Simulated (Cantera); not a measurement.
## V2O3 + H2 + N2 (hydrogen reduction and annealing atmospheres)

Input: 1 mol V2O3, 300 mol H2, a varied amount of N2, equilibrated at 0.100 bar.

These are equilibrium values from Cantera (NASA tables, ideal gas, pure condensed phases), not measurements of a reactor. Candidate condensed phases: H2O, V, VN, VO, V2O3, V2O4, V2O5; 28 gas species. Mutual solubility and eutectic melting of coexisting phases are not modelled. VN, VO: taken at fixed stoichiometry. Condensed phases not in the tables: the oxides between V2O3 and V2O5 other than VO2, solid solutions among these carbides, nitrides and lower oxides, V2N. Rates play no part.

Problem. Map the stable condensed phases over T = 1250, 1325, 1400, 1475, 1550, 1625, 1700, 1775, 1850, 1925 K and n(N2) in mol = 0.5, 0.85, 1.4, 2.5, 4.2, 7.1, 12, 20, 35, 59, 100.

Solution. 
```
T in K \ n(N2) in mol
          0.5 0.85  1.4  2.5  4.2  7.1   12   20   35   59  100
   1925     A    A    A    A    A    A    A    A    A    A    A
   1850     A    A    A    A    A    A    A    A    A    A    A
   1775     A    A    A    A    A    A    A    A    A    A    A
   1700     A    A    A    A    A    A    A    A    A    A    A
   1625     A    A    A    A    A    A    A    A    A    A    A
   1550     A    A    A    A    A    A    A    A    A    A    A
   1475     B    B    B    B    B    B    B    B    B    B    B
   1400     B    B    B    B    B    B    B    B    C    C    C
   1325     B    B    B    B    B    C    C    C    C    C    C
   1250     B    B    C    C    C    C    C    C    C    C    C
```
A: VO; B: VO + V2O3; C: VN + V2O3.
